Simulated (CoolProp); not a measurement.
Properties of hydrogen sulfide along the isobar 5.53 MPa (Tc = 373.1 K, pc = 8.999 MPa, ω = 0.101).

The numbers come from the reference Helmholtz-energy equation of state, Lemmon 2006 in CoolProp. It is a short technical equation, of lower accuracy than the large ones.

```
T (K)   phase  cp (kJ/(kg K))  Joule-Thomson coefficient (K/MPa)
-----  ------  --------------  ---------------------------------
284.8  liquid             ___                            -0.1277
328.3  liquid           2.563                             0.3487
371.8     gas           1.772                              11.03
415.4     gas             ___                              8.365
458.9     gas             ___                                ___
502.5     gas             ___                              5.365
546       gas             ___                              4.432
589.6     gas             ___                                ___
633.1     gas           1.234                              3.141
```

Question: What belongs in the gaps?

Answer: 
- 284.8, cp (kJ/(kg K)): 2.102
- 415.4, cp (kJ/(kg K)): 1.408
- 458.9, cp (kJ/(kg K)): 1.295
- 458.9, Joule-Thomson coefficient (K/MPa): 6.615
- 502.5, cp (kJ/(kg K)): 1.249
- 546, cp (kJ/(kg K)): 1.231
- 589.6, cp (kJ/(kg K)): 1.228
- 589.6, Joule-Thomson coefficient (K/MPa): 3.711
